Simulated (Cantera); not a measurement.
A closed system holds: 1 mol CH3Cl, 0.11 mol Si, 0.096 mol H2, at 7.00 Pa.

These are equilibrium values from Cantera (NASA tables, ideal gas, pure condensed phases), not measurements of a reactor. Candidate condensed phases: C, C6H6, C7H8, C8H18, Si, SiC; 109 gas species. The tables' values for SiCl are old estimates; treat these amounts as uncertain. Rates play no part. All values below are at 2223 K.

Base state: H 0.385, H2 0.253, Cl 0.171, HCl 0.155, Si 0.0309, SiC2 0.00324, SiCl 0.000897, SiCl2 0.000838 (mole fractions); condensed: C(graphite).

**Question.** What changes in the equilibrium state with this change: 0.5 mol Cl2 added?

**Answer.** 
```json
[
 {"species": "H", "before": "0.385", "after": "0.302"},
 {"species": "Cl", "before": "0.171", "after": "0.300"},
 {"species": "HCl", "before": "0.155", "after": "0.213"},
 {"species": "H2", "before": "0.253", "after": "0.156"},
 {"species": "Si", "before": "0.0309", "after": "0.0229"},
 {"species": "SiCl2", "before": "0.000838", "after": "0.00192"},
 {"species": "Si2C", "before": "8.00e-5", "after": "4.40e-5"},
 {"species": "SiH", "before": "5.50e-5", "after": "3.20e-5"},
 {"species": "C2H2 (acetylene)", "before": "0.000734", "after": "0.000452"},
 {"species": "SiC2", "before": "0.00324", "after": "0.00240"},
 {"species": "C(graphite), mol", "before": "0.975", "after": "0.977"}
]
```
